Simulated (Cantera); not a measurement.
A perfectly stirred reactor is fed with CH4 : H2 = 1 : 41 (molar parts), at 0.000158 atm; it is held at 1948 K, and followed from long to short residence time.

Detailed kinetics in Cantera: GRI-Mech 3.0 (53 species, 325 reactions). GRI-Mech 3.0 stops at C3 and has no aromatics, soot or wall deposition, so with more carbon than oxygen in the feed, carbon stays in small species such as C2H2 where larger ones or solid carbon would form. Radical loss at walls, strong at low pressure, is not modelled.

What does this change do: H2 41 to 52 parts?


```tsv
quantity	before	after
x(CH4) at τ = 8.60 s	0.00889	0.00768
x(H2) at τ = 8.60 s	0.978	0.981
x(C2H2) at τ = 8.60 s	0.00671	0.00500
x(C2H) at τ = 8.60 s	6.16e-7	4.57e-7
x(C2H6) at τ = 8.60 s	1.99e-7	1.48e-7
x(CH4) at τ = 0.170 s	0.0236	0.0187
x(H2) at τ = 0.170 s	0.976	0.981
x(C2H2) at τ = 0.170 s	3.81e-6	1.70e-6
x(C2H) at τ = 0.170 s	2.93e-11	1.10e-11
x(C2H6) at τ = 0.170 s	2.60e-8	1.20e-8
```

What does this change do: temperature 1948 to 1200 K?


| quantity | before | after |
|---|---|---|
| x(CH4) at τ = 8.60 s | 0.00889 | 0.0238 |
| x(H2) at τ = 8.60 s | 0.978 | 0.976 |
| x(C2H2) at τ = 8.60 s | 0.00671 | <1e-12 |
| x(C2H) at τ = 8.60 s | 6.16e-7 | <1e-12 |
| x(C2H6) at τ = 8.60 s | 1.99e-7 | <1e-12 |
| x(CH4) at τ = 0.170 s | 0.0236 | 0.0238 |
| x(H2) at τ = 0.170 s | 0.976 | 0.976 |
| x(C2H2) at τ = 0.170 s | 3.81e-6 | <1e-12 |
| x(C2H) at τ = 0.170 s | 2.93e-11 | <1e-12 |
| x(C2H6) at τ = 0.170 s | 2.60e-8 | <1e-12 |
